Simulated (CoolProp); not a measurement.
Vapour-liquid equilibrium of trans-2-butene (1) + methanol (2) at 1.23 MPa; x and y are mole fractions of (1).

The numbers come from the multi-fluid Helmholtz-energy mixture model, Lemmon 2005 and de Reuck 1993; pair parameters Bell 2016 in CoolProp.

| x | bubble temperature (°C) | y at the bubble point | dew temperature at overall composition x (°C) | liquid density (mol/L) |
|---|---|---|---|---|
| 0.05 | 128.7 | 0.330 | 142.6 | 19.85 |
| 0.2 | 98.1 | 0.730 | 135.6 | 17.77 |
| 0.35 | 91.3 | 0.786 | 127.6 | 15.38 |
| 0.5 | 90.7 | 0.791 | 118.2 | 13.28 |
| 0.65 | 90.1 | 0.801 | 106.2 | 11.60 |
| 0.8 | 88.9 | 0.838 | 90.1 | 10.33 |
| 0.95 | 89.0 | 0.939 | 89.1 | 9.349 |

y crosses x between x = 0.8 and 0.95: the model has an azeotrope there.

The pair parameters rest on a limited set of measurements; away from them the model extrapolates. With so large a gap from Raoult's law the liquid may split in two, which this calculation doesn't test in full.
